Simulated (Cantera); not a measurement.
Standard-state values (1 bar) from the NASA 1993 polynomials, evaluated with Cantera. Values are per mole of reaction as written; species without (g) are pure solids or liquids, kept so even where they would boil at 1 bar.

Question: Between 525 and 2125 K, where is each reaction favourable under standard conditions?
- Ta + 2 OH(g) → 2 H(g) + TaO₂(g)

Answer: 
- Ta + 2 OH(g) → 2 H(g) + TaO₂(g): ΔG° is 103 kJ at 525 K and -71 kJ at 2125 K; it changes sign between 1325 and 1525 K. ΔH° is 165 kJ and ΔS° 111 J/K at 2125 K.
